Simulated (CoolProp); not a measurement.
Vapour-liquid equilibrium of isobutene (1) + n-octane (2) at 0.325 MPa; x and y are mole fractions of (1).

The numbers come from the multi-fluid Helmholtz-energy mixture model, Lemmon 2005 and Beckmüller 2019; pair parameters Bell 2016 in CoolProp.

Task: Give the bubble temperature and the first vapour's composition at x = 0.05, 0.2, 0.8. Is there an azeotrope?

Result: x = 0.05: 149.7 °C, y = 0.415; x = 0.2: 98.4 °C, y = 0.874; x = 0.8: 35.5 °C, y = 0.997. No azeotrope shows between x = 0.05 and 0.95.

Pair parameters are fitted to limited data, so mixtures are less certain than the pure fluids.
